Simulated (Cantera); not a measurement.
Low-pressure radical oxidation in H2/O2

A perfectly stirred reactor is fed with 3.74 % H2, 76.4 % O2, 19.9 % N2, at 0.0132 atm; it is held at 948 K, and followed from long to short residence time.

Model: the H2/O2 subset of GRI-Mech 3.0, which has no nitrogen chemistry, integrated in Cantera. Radical loss at walls, strong at low pressure, is not modelled. Below about 950 K walls govern HO2 and H2O2 in real vessels. The temperature is held fixed by assumption; the heat of reaction is taken as removed at once.

```tsv
τ (s)	x H2	x O2	x O	x H	x H2O	x HO2
0.61	0.000765	0.758	0.00119	0.000204	0.0371	3.60e-6
0.37	0.00101	0.758	0.00156	0.000330	0.0367	4.09e-6
0.23	0.00131	0.757	0.00199	0.000516	0.0363	4.57e-6
0.14	0.00172	0.757	0.00256	0.000813	0.0356	5.05e-6
0.088	0.00223	0.756	0.00319	0.00123	0.0348	5.46e-6
0.054	0.00293	0.755	0.00396	0.00185	0.0337	5.85e-6
0.033	0.00387	0.754	0.00482	0.00271	0.0321	6.16e-6
0.020	0.00517	0.753	0.00568	0.00381	0.0301	6.39e-6
0.013	0.00667	0.753	0.00632	0.00485	0.0280	6.50e-6
0.0078	0.00906	0.752	0.00679	0.00597	0.0248	6.52e-6
```
x: mole fraction; the columns are a selection and need not sum to one.
